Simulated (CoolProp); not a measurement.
The fluid at 298.15 K and 0.127 MPa is throttled through a valve to 0.00919 MPa with no heat exchange. The same conditions are run with several fluids, on thermodynamics alone (safety and materials aside).

Values from CoolProp's reference Helmholtz-energy equation of state of each fluid (R507A: Lemmon 2003; chlorine: Thol 2021; isobutane: Bücker 2006; sulfur dioxide: Gao 2016; carbon dioxide: Span 1996). Blends and air are pseudo-pure fits.

Problem. Rank R507A, chlorine, isobutane, sulfur dioxide, carbon dioxide by temperature change (K), highest first.

Solution. carbon dioxide (-1.3), R507A (-2.0), isobutane (-2.6), chlorine (-3.5), sulfur dioxide (-4.7)

```csv
fluid,final density (kg/m³)
R507A,0.370
chlorine,0.266
isobutane,0.218
sulfur dioxide,0.242
carbon dioxide,0.164
```
